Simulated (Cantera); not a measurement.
## Diamond growth

A diamond (100) surface in a fixed gas of H2 with x(CH4) = 0.012, x(H) = 0.0008, x(CH3) = 0.00036, 1300 Pa; coverages are run to steady state.

Computed with Cantera and the Harris–Goodwin 1993 mechanism for the reconstructed diamond (100) surface.

```
T (K)  growth (µm/h)  θ c6HH   θ c6H*  θ c6*H   θ c6**    θ c6HM
-----  -------------  ------  -------  ------  -------  --------
900            0.929   0.487  0.00727   0.204  0.00266     0.240
950             1.13   0.499   0.0108   0.255  0.00437     0.177
1000            1.06   0.518   0.0155   0.318  0.00690     0.103
1050           0.712   0.527   0.0211   0.378   0.0101    0.0432
1100           0.427   0.513   0.0266   0.422   0.0135    0.0146
1150           0.305   0.491   0.0318   0.450   0.0167   0.00462
1200           0.280   0.468   0.0367   0.470   0.0197   0.00148
1250           0.277   0.450   0.0414   0.482   0.0226  0.000486
1300           0.232   0.436   0.0458   0.490   0.0251  0.000162
1350           0.143   0.428   0.0500   0.493   0.0272   5.58e-5
1400          0.0691   0.423   0.0539   0.493   0.0286   2.11e-5
```
θ: site fractions in the mechanism's names (c6HH fully hydrogenated, c6H* and c6*H radical sites, c6** diradical, c6HM methylated).
